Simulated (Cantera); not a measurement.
Gas mixture: O2 : N2O : CO2 = 0.64 : 0.37 : 0.56 (molar parts), at 0.0210 bar, frozen composition.

Cantera's kinetic-theory transport with the Lennard-Jones parameters of GRI-Mech 3.0, ideal gas; thermal conductivity in the mixture-averaged form. The composition is frozen, though it would react at the higher temperatures.

One state of this run: ρ (kg/m³) = 0.0123; cp (J/kg/K) = 1137; μ (µPa s) = 36.9; λ (mW/m/K) = 57.8; Pr = 0.726; D (cm²/s) CH3 = 52.6; D (cm²/s) H2O = 58.2; D (cm²/s) O = 73.7. D: mixture-averaged diffusion coefficient of that species in the mixture.

Question: Which value of T (K) does it belong to?
(A) 1000
(B) 1400
(C) 1200
(D) 800

Answer: D, 800
